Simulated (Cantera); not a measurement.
A Cantera script and its output.

```python
import numpy as np
import cantera as ct

gas = ct.Solution("h2o2.yaml")
gas.TPX = 975, 2666, {'H2': 0.0065, 'O2': 1}
reactor = ct.IdealGasConstPressureReactor(gas, energy="off", clone=False)
net = ct.ReactorNet([reactor])
net.rtol, net.atol = 1e-08, 1e-18
show = ['H2', 'O2', 'O', 'HO2', 'H', 'OH', 'H2O2']
times = np.geomspace(3e-05, 50, 15)

steps = ct.SolutionArray(gas, extra=["t"])
rows = []
print(f"{'t/s':>10s}{'T/K':>9s}{'P/Pa':>11s}" + "".join(f"{s:>11s}" for s in show))
for t in times:
    while net.time < t:
        t_next = net.step()
        steps.append(gas.state, t=t_next)
    rows.append([np.interp(t, steps.t, y) for y in (steps.T, steps.P, *steps(*show).X.T)])
    print(f"{t:10.3e}{rows[-1][0]:9.1f}{rows[-1][1]:11.4g}" + "".join(f"{x:11.3e}" for x in rows[-1][2:]))
rate = np.gradient(steps.T, steps.t)
print("integrator steps:", len(steps.t))
if steps.T.max() > steps.T[0] + 200:
    print(f"time of steepest temperature rise: {steps.t[rate.argmax()]:.4e} s")
gas.TPX = 975, 2666, {'H2': 0.0065, 'O2': 1}
gas.equilibrate("TP")
print(f"equilibrium (TP): T = {gas.T:.1f} K  " + "  ".join(f"{s} {gas[s].X[0]:.3e}" for s in show))
```

Output:

```
       t/s      T/K       P/Pa         H2         O2          O        HO2          H         OH       H2O2
 3.000e-05    975.0       2666  6.458e-03  9.935e-01  3.170e-13  1.862e-12  1.532e-12  3.112e-13  2.705e-18
 8.347e-05    975.0       2666  6.458e-03  9.935e-01  2.002e-12  5.221e-12  3.229e-12  1.900e-12  2.100e-17
 2.323e-04    975.0       2666  6.458e-03  9.935e-01  1.047e-11  1.470e-11  5.645e-12  9.037e-12  1.641e-16
 6.462e-04    975.0       2666  6.458e-03  9.935e-01  5.149e-11  4.180e-11  1.165e-11  3.618e-11  1.292e-15
 1.798e-03    975.0       2666  6.458e-03  9.935e-01  3.812e-10  1.268e-10  5.123e-11  2.122e-10  1.049e-14
 5.003e-03    975.0       2666  6.458e-03  9.935e-01  1.711e-08  1.083e-09  1.999e-09  8.823e-09  1.386e-13
 1.392e-02    975.0       2666  5.952e-03  9.931e-01  3.219e-04  4.436e-06  4.710e-05  1.577e-04  2.045e-08
 3.873e-02    975.0       2666  4.555e-05  9.921e-01  1.328e-03  2.425e-06  5.727e-05  1.417e-04  3.863e-08
 1.078e-01    975.0       2666  3.789e-06  9.932e-01  3.247e-04  9.685e-07  5.319e-06  5.420e-05  2.111e-08
 2.998e-01    975.0       2666  5.979e-07  9.935e-01  5.838e-05  3.591e-07  4.028e-07  2.284e-05  1.557e-08
 8.343e-01    975.0       2666  8.560e-08  9.935e-01  9.287e-06  1.047e-07  2.598e-08  9.263e-06  8.668e-09
 2.321e+00    975.0       2666  1.185e-08  9.935e-01  1.589e-06  2.599e-08  1.869e-09  3.894e-06  3.366e-09
 6.459e+00    975.0       2666  1.857e-09  9.935e-01  3.296e-07  6.456e-09  1.775e-10  1.783e-06  1.047e-09
 1.797e+01    975.0       2666  3.790e-10  9.935e-01  8.287e-08  1.771e-09  2.236e-11  8.937e-07  3.186e-10
 5.000e+01    975.0       2666  9.773e-11  9.935e-01  2.391e-08  5.529e-10  3.459e-12  4.791e-07  1.013e-10
integrator steps: 1518
equilibrium (TP): T = 975.0 K  H2 1.631e-12  O2 9.935e-01  O 4.433e-10  HO2 2.039e-10  H 9.006e-15  OH 6.491e-08  H2O2 2.139e-12
```

Computed with Cantera and the H2/O2 subset of GRI-Mech 3.0, which has no nitrogen chemistry. Radical loss at walls, strong at low pressure, is not modelled.
